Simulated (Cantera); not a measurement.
**Ignition delay**

Mixture: 5.05 % CH4, 14.6 % O2, 80.3 % N2, at 8.49 atm, adiabatic and at constant pressure. Ignition delay is the time to a rise of 400 K.

Computed with Cantera and GRI-Mech 3.0 (53 species, 325 reactions).

| T0 (K) | delay (ms) |
|---|---|
| 1275 | 2.72 |
| 1375 | 0.907 |
| 1475 | 0.330 |
| 1575 | 0.130 |
| 1675 | 0.0563 |
| 1775 | 0.0267 |
| 1875 | 0.0140 |

- apparent activation energy between 1675 and 1875 K = 180 kJ/mol
